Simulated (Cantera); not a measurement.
## Thermodynamics of abatement and gas-phase synthesis, feed CS₂ + O₂

Input: 1 mol CS₂, 0.066 mol O₂, at 2025 K.

Equilibrium computed with Cantera from the NASA thermochemical tables; the gas is ideal and each condensed phase is pure. Candidate condensed phases: C, S; 22 gas species. The ideal-gas law is rough above about 30 bar. Equilibrium is a limit: real reactors are often held back by kinetics, nucleation or transport.

From 0.000100 bar to 0.0600 bar nothing is condensed. From 0.500 bar to 300 bar the condensed part is C(graphite). The main C-bearing gas is CS at 0.000100 bar and CS₂ at 300 bar.

```json
[
 {"P (Pa)": "10", "x CS₂": "0.0705", "x CS": "0.455", "x S₂": "0.220", "x S": "0.175", "x CO": "0.0799", "x COS": "7.53e-6", "x CO₂": "1.89e-10", "x S₂O": "2.22e-11", "n C(graphite)": "0"},
 {"P (Pa)": "84", "x CS₂": "0.192", "x CS": "0.397", "x S₂": "0.256", "x S": "0.0652", "x CO": "0.0896", "x COS": "2.64e-5", "x CO₂": "8.51e-10", "x S₂O": "1.04e-10", "n C(graphite)": "0"},
 {"P (Pa)": "710", "x CS₂": "0.372", "x CS": "0.280", "x S₂": "0.228", "x S": "0.0212", "x CO": "0.0990", "x COS": "8.01e-5", "x CO₂": "4.05e-9", "x S₂O": "3.99e-10", "n C(graphite)": "0"},
 {"P (Pa)": "6000", "x CS₂": "0.546", "x CS": "0.158", "x S₂": "0.183", "x S": "0.00652", "x CO": "0.107", "x COS": "0.000225", "x CO₂": "2.17e-8", "x S₂O": "1.59e-9", "n C(graphite)": "0"},
 {"P (Pa)": "50000", "x CS₂": "0.657", "x CS": "0.0709", "x S₂": "0.157", "x S": "0.00210", "x CO": "0.112", "x COS": "0.000631", "x CO₂": "1.42e-7", "x S₂O": "8.55e-9", "n C(graphite)": "0.0128"},
 {"P (Pa)": "420000", "x CS₂": "0.693", "x CS": "0.0251", "x S₂": "0.166", "x S": "0.000743", "x CO": "0.113", "x COS": "0.00190", "x CO₂": "1.23e-6", "x S₂O": "7.67e-8", "n C(graphite)": "0.0453"},
 {"P (Pa)": "3600000", "x CS₂": "0.706", "x CS": "0.00865", "x S₂": "0.169", "x S": "0.000256", "x CO": "0.111", "x COS": "0.00550", "x CO₂": "1.01e-5", "x S₂O": "6.56e-7", "n C(graphite)": "0.0580"},
 {"P (Pa)": "30000000", "x CS₂": "0.710", "x CS": "0.00301", "x S₂": "0.170", "x S": "8.90e-5", "x CO": "0.102", "x COS": "0.0147", "x CO₂": "7.15e-5", "x S₂O": "5.08e-6", "n C(graphite)": "0.0660"}
]
```
x: gas mole fraction; n: condensed amount in mol.
